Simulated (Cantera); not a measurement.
Input: 1 mol SiCl4, 1.4 mol HCl, 12 mol H2, equilibrated at 1025 °C and 13300 Pa.

Equilibrium computed with Cantera from the NASA thermochemical tables; the gas is ideal and each condensed phase is pure. The tables' values for SiCl3 are old estimates; treat these amounts as uncertain. Kinetics and transport are ignored.

```json
[
 {"species": "H2", "before": "0.790", "after": "0.746"},
 {"species": "HCl", "before": "0.142", "after": "0.188"},
 {"species": "SiCl2", "before": "0.0139", "after": "0.0397"},
 {"species": "SiCl4", "before": "0.0359", "after": "0.0114"},
 {"species": "SiCl3", "before": "0.00912", "after": "0.0111"},
 {"species": "H", "before": "2.61e-6", "after": "2.18e-5"},
 {"species": "SiHCl3", "before": "0.00901", "after": "0.00387"},
 {"species": "SiH2Cl2", "before": "0.000319", "after": "0.000204"}
]
```
Gas species are given as mole fractions.

**Question.** Which change was made?
(A) temperature from 1025 °C to 502 °C
(B) pressure from 13300 Pa to 101000 Pa
(C) temperature from 1025 °C to 1175 °C
(D) SiCl4 replaced by Si

**Answer.** C, temperature from 1025 °C to 1175 °C
